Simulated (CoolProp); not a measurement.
Values from CoolProp's reference Helmholtz-energy equation of state, de Reuck 1990.

**Question.** Give the vapour pressure (MPa), liquid density (kg/m³), enthalpy of vaporisation (kJ/kg), vapour Z of saturated fluorine at 81.2 K.

**Answer.** 
| T (K) | p (MPa) | liquid density (kg/m³) | enthalpy of vaporisation (kJ/kg) | vapour Z |
|---|---|---|---|---|
| 81.2 | 0.0638 | 1530 | 178 | 0.975 |
